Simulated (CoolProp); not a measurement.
Vapour pressure (MPa) of normal hydrogen: the reference equation beside estimates from Tc = -240.0 °C, pc = 1.296 MPa, ω = -0.219. Clausius-Clapeyron is anchored at -247.35 °C with a constant enthalpy of vaporisation of 0.8020 kJ/mol.

Model: reference Helmholtz-energy equation of state, Leachman 2009, in CoolProp.

```tsv
T (°C)	reference	Lee-Kesler	Clausius-Clapeyron	van der Waals	Redlich-Kwong	Soave-Redlich-Kwong	Peng-Robinson
-253.75	0.07521	0.07527	0.1103	0.09746	0.02037	0.06998	0.07527
-252.45	0.1116	0.1117	0.1507	0.1414	0.03995	0.1072	0.1134
-251.25	0.1550	0.1552	0.1945	0.1923	0.06829	…	…
-249.95	0.2144	…	0.2490	0.2598	0.1133	0.2141	0.2212
-248.65	0.2883	0.2884	0.3104	0.3412	0.1766	0.2913	0.2983
-247.35	0.3785	0.3785	0.3785	…	0.2616	0.3853	0.3918
-246.05	0.4869	0.4866	0.4529	0.5493	0.3715	0.4976	0.5031
-244.85	0.6047	…	0.5267	0.6672	0.4979	0.6186	0.6230
-243.55	0.7537	0.7532	0.6117	0.8114	0.6644	0.7697	0.7727
-242.25	0.9272	0.9272	0.7016	0.9734	0.8645	0.9427	0.9443
-240.95	1.129	1.129	0.7959	1.154	1.101	1.139	1.139
```

Complete the blanks.


- -251.25, Soave-Redlich-Kwong: 0.1522
- -251.25, Peng-Robinson: 0.1590
- -249.95, Lee-Kesler: 0.2146
- -247.35, van der Waals: 0.4374
- -244.85, Lee-Kesler: 0.6042

Absolute difference from the reference over all 11 rows, mean and median: Lee-Kesler 0.1 and 0.1 %, Clausius-Clapeyron 20.3 and 18.8 %, van der Waals 15.8 and 15.6 %, Redlich-Kwong 33.8 and 30.9 %, Soave-Redlich-Kwong 2.3 and 1.8 %, Peng-Robinson 2.4 and 2.6 %.
